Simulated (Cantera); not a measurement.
Adiabatic ignition

An adiabatic, constant-volume homogeneous reactor starts with CO : H₂ : CH₄ : O₂ : N₂ : H₂O = 1 : 0.013 : 0.037 : 0.246 : 0.924 : 0.5 (molar parts), at 1200 K and 1.90 bar.

Computed with Cantera and GRI-Mech 3.0 (53 species, 325 reactions).

| t (s) | T (K) | P (bar) | x CO | x H₂ | x CH₄ | x H₂O | x HO₂ | x CO₂ |
|---|---|---|---|---|---|---|---|---|
| 5.00e-6 | 1200 | 1.90 | 0.368 | 0.00478 | 0.0136 | 0.184 | 4.07e-9 | 2.56e-8 |
| 1.19e-5 | 1200 | 1.90 | 0.368 | 0.00478 | 0.0136 | 0.184 | 1.94e-8 | 8.93e-8 |
| 2.84e-5 | 1200 | 1.90 | 0.368 | 0.00478 | 0.0136 | 0.184 | 7.00e-8 | 3.48e-7 |
| 6.77e-5 | 1200 | 1.90 | 0.368 | 0.00478 | 0.0136 | 0.184 | 2.48e-7 | 1.71e-6 |
| 0.000161 | 1200 | 1.90 | 0.368 | 0.00478 | 0.0136 | 0.184 | 1.64e-6 | 1.57e-5 |
| 0.000384 | 1213 | 1.92 | 0.367 | 0.00499 | 0.0131 | 0.184 | 5.44e-5 | 0.00119 |
| 0.000916 | 2582 | 3.85 | 0.226 | 0.0371 | 2.04e-12 | 0.188 | 3.79e-7 | 0.179 |
| 0.00218 | 2581 | 3.85 | 0.226 | 0.0371 | 2.07e-12 | 0.188 | 3.70e-7 | 0.179 |
| 0.00520 | 2579 | 3.84 | 0.226 | 0.0372 | 2.11e-12 | 0.188 | 3.60e-7 | 0.179 |
| 0.0124 | 2577 | 3.84 | 0.226 | 0.0373 | 2.13e-12 | 0.188 | 3.55e-7 | 0.179 |
| 0.0296 | 2577 | 3.84 | 0.226 | 0.0373 | 2.13e-12 | 0.188 | 3.55e-7 | 0.179 |
| 0.0704 | 2577 | 3.84 | 0.226 | 0.0373 | 2.13e-12 | 0.188 | 3.55e-7 | 0.179 |
| 0.168 | 2577 | 3.84 | 0.226 | 0.0373 | 2.13e-12 | 0.188 | 3.55e-7 | 0.179 |
| 0.400 | 2577 | 3.84 | 0.226 | 0.0373 | 2.13e-12 | 0.188 | 3.55e-7 | 0.179 |
x: mole fraction; the columns are a selection and need not sum to one.

```yaml
time_of_steepest_temperature_rise: 0.624 ms
temperature at 0.400 s: 2577 K
equilibrium_temperature: 2577 K
x(CO) at 0.400 s: 0.226 (gas-phase equilibrium 0.226)
x(H₂) at 0.400 s: 0.0373 (gas-phase equilibrium 0.0373)
x(CH₄) at 0.400 s: 2.13e-12 (gas-phase equilibrium 2.43e-12)
```
